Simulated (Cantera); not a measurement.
Cantera run:

```python
import numpy as np
import cantera as ct

gas_names = """
    H H2 N NH NH2 NH3 N2 N2H2 N2H4 Si SiH SiH2 SiH3 SiH4 SiN Si2 Si2N Si3
""".split()
cond_names = """
    Si(cr) Si(L) Si3N4(a)
""".split()


# ... load() reads the species with a 1 bar reference pressure and builds the phases ...
atoms = {
    'Si2H6': {'Si': 2, 'H': 6},
    'N2': {'N': 2},
}
top_T = {'Si3N4(a)': 2400}  # K; cautious upper limits of use, not melting points


# ... equilibrate(T, P, feed) seeds the gas with the atoms and calls Mixture.equilibrate('TP', solver="vcs", rtol=1e-11, max_steps=5000) ...
results = []
feed = {'Si2H6': 1, 'N2': 50}  # mol
T = 1275  # K
P = 180000  # Pa
mix = equilibrate(T, P, feed)
results.append((T, P, feed, dict(zip(mix.species_names, mix.species_moles))))
x = sorted(zip(gas.X, gas.species_names), reverse=True)
print(f"T = {T:g} K  P = {P:g} Pa  gas = {mix.phase_moles(0):.4g} mol")
print("   x: " + "  ".join(f"{s} {v:.3e}" for v, s in x if v > 1e-06))
print("   condensed (mol): " + ("  ".join(f"{mix.phase(i).name} {mix.phase_moles(i):.4g}"
      for i in range(1, mix.n_phases) if mix.phase_moles(i) > 1e-12) or "none"))
```

It prints:

```
T = 1275 K  P = 180000 Pa  gas = 51.67 mol
   x: N2 9.419e-01  H2 5.806e-02  NH3 3.357e-06
   condensed (mol): Si3N4(a) 0.6667
```

These are equilibrium values from Cantera (NASA tables, ideal gas, pure condensed phases), not measurements of a reactor. The feed counts by its element totals alone. N2 is the only nitrogen source here; it is nearly inert below about 1500 K, so the nitride shown seldom forms there in practice.
